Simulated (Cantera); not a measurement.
**HI + H₂O + O₂ (abatement and gas-phase synthesis)**

Feed: 1 mol HI, 1.7 mol H₂O, 0.63 mol O₂, at 1150 °C.

These are equilibrium values from Cantera (NASA tables, ideal gas, pure condensed phases), not measurements of a reactor. Candidate condensed phases: H₂O, I₂; 12 gas species. The ideal-gas law is rough above about 30 bar. Equilibrium is a limit: real reactors are often held back by kinetics, nucleation or transport.

```tsv
P (Pa)	x H₂O	x I	x I₂	x O₂	x HI	x OH	x H₂
10	0.614	0.279	1.01e-5	0.106	0.000147	0.000806	0.000121
65	0.614	0.279	6.56e-5	0.106	0.000234	0.000505	4.73e-5
420	0.614	0.278	0.000421	0.106	0.000372	0.000317	1.86e-5
2700	0.616	0.274	0.00263	0.107	0.000585	0.000199	7.34e-6
17000	0.623	0.254	0.0142	0.108	0.000860	0.000127	2.94e-6
110000	0.646	0.190	0.0514	0.112	0.00103	8.18e-5	1.18e-6
720000	0.676	0.104	0.101	0.117	0.000919	5.30e-5	4.71e-7
4700000	0.697	0.0470	0.135	0.121	0.000668	3.39e-5	1.87e-7
30000000	0.707	0.0197	0.151	0.122	0.000446	2.15e-5	7.46e-8
```
x: gas mole fraction; nothing condenses.

From 10.0 Pa to 300 bar nothing is condensed.
